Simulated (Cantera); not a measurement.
Cantera run, input and output.

```python
import numpy as np
import cantera as ct

gas = ct.Solution("h2o2.yaml")
gas.TPX = 1375, 950000, {'H2': 1, 'O2': 0.725, 'N2': 2.72}
reactor = ct.IdealGasConstPressureReactor(gas, energy="on", clone=False)
net = ct.ReactorNet([reactor])
net.rtol, net.atol = 1e-08, 1e-16
show = ['H2', 'O2', 'HO2', 'OH', 'H', 'H2O2']
times = np.geomspace(8e-06, 1, 16)

steps = ct.SolutionArray(gas, extra=["t"])
rows = []
print(f"{'t/s':>10s}{'T/K':>9s}{'P/Pa':>11s}" + "".join(f"{s:>11s}" for s in show))
for t in times:
    while net.time < t:
        t_next = net.step()
        steps.append(gas.state, t=t_next)
    rows.append([np.interp(t, steps.t, y) for y in (steps.T, steps.P, *steps(*show).X.T)])
    print(f"{t:10.3e}{rows[-1][0]:9.1f}{rows[-1][1]:11.4g}" + "".join(f"{x:11.3e}" for x in rows[-1][2:]))
rate = np.gradient(steps.T, steps.t)
print("integrator steps:", len(steps.t))
if steps.T.max() > steps.T[0] + 200:
    print(f"time of steepest temperature rise: {steps.t[rate.argmax()]:.4e} s")
gas.TPX = 1375, 950000, {'H2': 1, 'O2': 0.725, 'N2': 2.72}
gas.equilibrate("HP")
print(f"equilibrium (HP): T = {gas.T:.1f} K  " + "  ".join(f"{s} {gas[s].X[0]:.3e}" for s in show))
```

Output:

```
       t/s      T/K       P/Pa         H2         O2        HO2         OH          H       H2O2
 8.000e-06   2768.5    9.5e+05  7.713e-03  5.336e-02  2.677e-05  2.084e-02  2.546e-03  1.907e-06
 1.749e-05   2785.3    9.5e+05  6.771e-03  5.334e-02  2.666e-05  1.989e-02  2.090e-03  2.027e-06
 3.825e-05   2785.3    9.5e+05  6.769e-03  5.334e-02  2.666e-05  1.989e-02  2.089e-03  2.027e-06
 8.365e-05   2785.3    9.5e+05  6.769e-03  5.334e-02  2.666e-05  1.989e-02  2.089e-03  2.027e-06
 1.829e-04   2785.3    9.5e+05  6.769e-03  5.334e-02  2.666e-05  1.989e-02  2.089e-03  2.027e-06
 4.000e-04   2785.3    9.5e+05  6.769e-03  5.334e-02  2.666e-05  1.989e-02  2.089e-03  2.027e-06
 8.747e-04   2785.3    9.5e+05  6.769e-03  5.334e-02  2.666e-05  1.989e-02  2.089e-03  2.027e-06
 1.913e-03   2785.3    9.5e+05  6.769e-03  5.334e-02  2.666e-05  1.989e-02  2.089e-03  2.027e-06
 4.183e-03   2785.3    9.5e+05  6.769e-03  5.334e-02  2.666e-05  1.989e-02  2.089e-03  2.027e-06
 9.146e-03   2785.3    9.5e+05  6.769e-03  5.334e-02  2.666e-05  1.989e-02  2.089e-03  2.027e-06
 2.000e-02   2785.3    9.5e+05  6.769e-03  5.334e-02  2.666e-05  1.989e-02  2.089e-03  2.027e-06
 4.373e-02   2785.3    9.5e+05  6.769e-03  5.334e-02  2.666e-05  1.989e-02  2.089e-03  2.027e-06
 9.564e-02   2785.3    9.5e+05  6.769e-03  5.334e-02  2.666e-05  1.989e-02  2.089e-03  2.027e-06
 2.091e-01   2785.3    9.5e+05  6.769e-03  5.334e-02  2.666e-05  1.989e-02  2.089e-03  2.027e-06
 4.573e-01   2785.3    9.5e+05  6.769e-03  5.334e-02  2.666e-05  1.989e-02  2.089e-03  2.027e-06
 1.000e+00   2785.3    9.5e+05  6.769e-03  5.334e-02  2.666e-05  1.989e-02  2.089e-03  2.027e-06
integrator steps: 1041
time of steepest temperature rise: 2.8718e-06 s
equilibrium (HP): T = 2785.3 K  H2 6.769e-03  O2 5.334e-02  HO2 2.666e-05  OH 1.989e-02  H 2.089e-03  H2O2 2.027e-06
```

Model: the H2/O2 subset of GRI-Mech 3.0, which has no nitrogen chemistry, integrated in Cantera. The hydrogen kinetics of GRI-Mech 3.0 are dated; newer H2 mechanisms differ, most at raised pressure.
